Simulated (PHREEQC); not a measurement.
Consider water at 20 °C with 110 mmol/kgw HF, 62 mmol/kgw NH4HF2 and 0.45 mmol/kgw H4SiO4. Closed to the air; pH follows from the charge balance.

The numbers come from PHREEQC with the ion-association model, phreeqc.dat.

Each row changes one thing in this solution. This is a speciation only: nothing precipitates in the calculation.

```csv
case,pH,ionic strength (mol/kgw),HF (mol/kgw),F- (mol/kgw),HF2- (mol/kgw),NH3 (mol/kgw),SI of Quartz (SiO2)
as made,2.50,0.0662,0.144,0.0424,0.0225,5.99e-9,-11.21
NH4HF2 from 0.062 to 0.31 mol/kgw,2.71,0.313,0.264,…,0.152,3.81e-8,-13.60
NH4HF2 from 0.062 to 0.093 mol/kgw,2.58,0.0966,0.162,0.0597,0.0356,…,-11.75
HF from 0.11 to 0.055 mol/kgw,2.72,0.0647,0.0964,0.0468,0.0166,9.92e-9,-10.59
temperature from 20 to 85 °C,3.00,…,0.145,0.0386,0.0237,8.74e-7,-7.55
```

Problem. What belongs in the gaps?

Solution. 
- NH4HF2 from 0.062 to 0.31 mol/kgw, F- (mol/kgw): 0.159
- NH4HF2 from 0.062 to 0.093 mol/kgw, NH3 (mol/kgw): 1.02e-8
- temperature from 20 to 85 °C, ionic strength (mol/kgw): 0.0637

Constants without temperature data keep their 25 °C values here. SiF6-2 is the database's only silicon fluoride.
